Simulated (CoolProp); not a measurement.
Vapour-liquid equilibrium of R22 (1) + n-hexane (2) at 2.29 bar; x and y are mole fractions of (1).

The numbers come from the multi-fluid Helmholtz-energy mixture model, Kamei 1995 and Thol 2019; pair parameters Bell 2016 in CoolProp.

```tsv
x	bubble temperature (°C)	y at the bubble point	dew temperature at overall composition x (°C)	liquid density (mol/L)
0.05	63.0	0.630	95.1	7.355
0.125	31.2	0.889	92.0	8.023
0.2	14.6	0.950	88.6	8.556
0.275	4.9	0.971	85.0	9.048
0.35	-1.4	0.980	81.2	9.535
0.425	(withheld)	0.986	77.0	(withheld)
0.5	-8.8	0.989	72.4	10.56
0.575	-11.2	0.991	67.3	11.13
0.65	-13.2	0.993	61.4	11.74
0.725	(withheld)	0.994	54.4	12.41
0.8	-16.8	0.996	45.8	13.16
0.875	(withheld)	0.997	34.1	(withheld)
0.95	-20.5	0.999	14.6	14.93
```

Some entries are withheld; supply them.


- 0.425, bubble temperature (°C): -5.7
- 0.425, liquid density (mol/L): 10.04
- 0.725, bubble temperature (°C): -15.1
- 0.875, bubble temperature (°C): -18.6
- 0.875, liquid density (mol/L): 13.99

No azeotrope shows between x = 0.05 and 0.95.

Pair parameters are fitted to limited data, so mixtures are less certain than the pure fluids.
